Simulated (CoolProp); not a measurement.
The fluid at 298.15 K and 7.17 MPa flows at 0.16 m/s in a round tube of 20 mm bore and 15 µm roughness, fully developed (64/Re and Nu = 3.66 if laminar; Colebrook and Gnielinski if turbulent). The same conditions are run with several fluids, on thermodynamics alone (safety and materials aside).

Values from CoolProp's reference Helmholtz-energy equation of state of each fluid (R125: Lemmon 2005; n-hexane: Thol 2019; n-heptane: Span 2003; benzene: Thol 2012; R134a: Tillner-Roth 1994).

```
fluid      Reynolds number  Darcy friction factor  pressure drop (Pa/m)  heat-transfer coefficient (W/(m² K))  mass flow (kg/h)
---------  ---------------  ---------------------  --------------------  ------------------------------------  ----------------
R125                 23700                 0.0265                  21.3                                   430               227
n-hexane              6600                 0.0355            (withheld)                            (withheld)        (withheld)
n-heptane             5220                 0.0378                  16.6                            (withheld)               124
benzene               4390                 0.0396                  22.3                                   259        (withheld)
R134a                18300                 0.0280                  22.2                                   456        (withheld)
```

Q: Fill in the missing entries.

A: 
- n-hexane, pressure drop (Pa/m): 15.0
- n-hexane, heat-transfer coefficient (W/(m² K)): 310
- n-hexane, mass flow (kg/h): 120
- n-heptane, heat-transfer coefficient (W/(m² K)): 270
- benzene, mass flow (kg/h): 159
- R134a, mass flow (kg/h): 225

Transport values come from each fluid's own correlations; those of R134a are estimates that may be off by 10 % or more.
